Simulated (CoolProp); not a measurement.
Vapour-liquid equilibrium of R22 (1) + R152A (2) at 64.85 °C; x and y are mole fractions of (1).

Computed with CoolProp (multi-fluid Helmholtz-energy mixture model, Kamei 1995 and Outcalt 1996; pair parameters Bell 2016).

| x | bubble pressure, mixture model (kPa) | bubble pressure, Raoult's law (kPa) | y, mixture model | y, Raoult's law |
|---|---|---|---|---|
| 0.05 | 1715 | 1730 | 0.063 | 0.078 |
| 0.15 | 1789 | 1831 | 0.186 | 0.221 |
| 0.25 | ? | 1933 | 0.303 | 0.348 |
| 0.35 | 1953 | 2034 | ? | 0.463 |
| 0.45 | ? | 2135 | ? | 0.567 |
| 0.55 | ? | 2237 | 0.622 | 0.662 |
| 0.65 | ? | 2338 | ? | 0.749 |
| 0.75 | ? | 2439 | 0.806 | 0.828 |
| 0.85 | 2489 | 2541 | 0.888 | 0.901 |
| 0.95 | 2622 | 2642 | 0.964 | 0.968 |

**Question.** Fill in the missing entries.

**Answer.** 
- 0.25, bubble pressure, mixture model (kPa): 1868
- 0.35, y, mixture model: 0.414
- 0.45, bubble pressure, mixture model (kPa): 2044
- 0.45, y, mixture model: 0.521
- 0.55, bubble pressure, mixture model (kPa): 2142
- 0.65, bubble pressure, mixture model (kPa): 2249
- 0.65, y, mixture model: 0.717
- 0.75, bubble pressure, mixture model (kPa): 2365

The largest gap from Raoult's law is -4.3 % in bubble pressure, at x = 0.45. No azeotrope shows between x = 0.05 and 0.95.

The pair parameters rest on a limited set of measurements; away from them the model extrapolates.
